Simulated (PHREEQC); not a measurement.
**Silver or lead bath: an equilibrium model**

A solution holds 0.0017 mol PbCl2 and 0.22 mol KNO3 per kg of water, at 59 °C. Closed to the air; pH follows from the charge balance.

Equilibrium calculation in PHREEQC: ion-association model, phreeqc.dat.

This is a speciation only: nothing precipitates in the calculation.

**Question.** Predict the pH, activity of water.

**Answer.** pH 5.62; activity of water 0.992.

**Question.** In which forms is Cl present?

**Answer.** Cl- 98 %, PbCl+ 2.0 % of the Cl.

Examples of supersaturated solids here: Pb(OH)2. Others may be too. Complexes and solids missing from the database can't appear. At this temperature some constants are extrapolated from 25 °C, and those without enthalpy data are left unchanged.
